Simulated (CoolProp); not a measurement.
R13 along the isotherm 250.6 K: Z from the reference equation and from simpler models built on Tc = 303.0 K, pc = 39.73 bar, ω = 0.175; each cubic takes its own stable root.

Computed with CoolProp (reference Helmholtz-energy equation of state, Platzer 1990). This equation is an older, rougher fit; its heat capacities, sound speeds and derivatives of the liquid may be far off and weren't checked against measurements.

```csv
p (bar),phase,reference
0.314,gas,0.9950
0.559,gas,0.9910
0.993,gas,0.9839
1.77,gas,0.9709
3.14,gas,0.9473
5.59,gas,0.9021
9.93,gas,0.8091
17.7,liquid,0.07005
31.4,liquid,0.1230
55.9,liquid,0.2155
99.3,liquid,0.3742
```

**Question.** How far does each simpler model (van der Waals, Redlich-Kwong, Soave-Redlich-Kwong) lie from the reference over these 11 states: mean and median of the absolute difference, and the worst?

**Answer.** 
- van der Waals: mean 98.6 %, median 3.1 %, worst +931.1 % at 250.6 K and 17.7 bar
- Redlich-Kwong: mean 3.1 %, median 1.1 %, worst +9.3 % at 250.6 K and 17.7 bar
- Soave-Redlich-Kwong: mean 1.8 %, median 0.6 %, worst +5.7 % at 250.6 K and 17.7 bar

At some of these states van der Waals gives the other phase, because its saturation line lies elsewhere.
